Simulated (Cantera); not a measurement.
A freely propagating, adiabatic, planar premixed flame of 28.2 % H2, 14.1 % O2, 57.7 % N2, unburnt at 400 K and 13300 Pa; mixture-averaged transport, grid criteria slope 0.08 and curve 0.16, no radiation.

Computed with Cantera and the H2/O2 subset of GRI-Mech 3.0, which has no nitrogen chemistry. Burning velocities carry a grid error of a few per cent, more on coarse grids.

### Question
Predict: laminar burning velocity; thermal thickness; peak x(OH); peak x(HO2); peak x(O).

### Answer
```
Item                        Result
------------------------  --------
laminar burning velocity  282 cm/s
thermal thickness          5.95 mm
peak x(OH)                  0.0142
peak x(HO2)               0.000103
peak x(O)                   0.0121
```
